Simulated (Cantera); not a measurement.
## Premixed flame

A freely propagating, adiabatic, planar premixed flame of 6.28 % C2H6, 22.2 % O2, 71.0 % N2, 0.478 % CO2, equivalence ratio 0.99, unburnt at 548 K and 0.316 atm; mixture-averaged transport, grid criteria slope 0.08 and curve 0.16, no radiation.

Computed with Cantera and GRI-Mech 3.0 (53 species, 325 reactions). Burning velocities carry a grid error of a few per cent, more on coarse grids.

| z (mm) | T (K) | u (m/s) | x C2H6 | x O2 | x CH2CO | x C2H4 | x CH3 | x H2 |
|---|---|---|---|---|---|---|---|---|
| -2.17 | 548 | 1.64 | 0.0628 | 0.222 | <1e-8 | 1.75e-7 | <1e-8 | 0.000997 |
| -1.45 | 549 | 1.65 | 0.0626 | 0.222 | 4.96e-8 | 3.20e-6 | 6.04e-8 | 0.00304 |
| -1.09 | 554 | 1.67 | 0.0624 | 0.221 | 4.18e-7 | 2.22e-5 | 3.72e-7 | 0.00584 |
| -0.725 | 595 | 1.80 | 0.0612 | 0.216 | 7.45e-6 | 0.000267 | 7.86e-6 | 0.0116 |
| -0.362 | 964 | 3.01 | 0.0462 | 0.182 | 0.000221 | 0.00320 | 0.000890 | 0.0224 |
| -0.181 | 1396 | 4.48 | 0.0207 | 0.136 | 0.000756 | 0.00586 | 0.00477 | 0.0279 |
| 0 | 1800 | 5.90 | 0.00170 | 0.0853 | 0.000929 | 0.00307 | 0.00375 | 0.0283 |
| 0.181 | 1967 | 6.48 | 1.21e-5 | 0.0539 | 0.000261 | 0.000250 | 0.000370 | 0.0222 |
| 0.362 | 2004 | 6.59 | 1.98e-8 | 0.0408 | 2.60e-5 | 7.27e-6 | 1.99e-5 | 0.0182 |
| 0.725 | 2031 | 6.64 | <1e-8 | 0.0332 | 1.28e-7 | <1e-8 | 7.50e-8 | 0.0171 |
| 1.45 | 2064 | 6.72 | <1e-8 | 0.0301 | <1e-8 | <1e-8 | <1e-8 | 0.0175 |
| 2.90 | 2110 | 6.84 | <1e-8 | 0.0284 | <1e-8 | <1e-8 | <1e-8 | 0.0168 |
| 5.80 | 2175 | 7.02 | <1e-8 | 0.0265 | <1e-8 | <1e-8 | <1e-8 | 0.0153 |
x: mole fraction of selected species; z is measured from the peak of heat release.

| Item | Value |
|---|---|
| laminar burning velocity | 164 cm/s |
| thermal thickness | 0.725 mm |
| peak x(CH2CO) | 0.00102 |
| peak x(C2H4) | 0.00594 |
| peak x(CH3) | 0.00577 |
| peak x(H2) | 0.0292 |
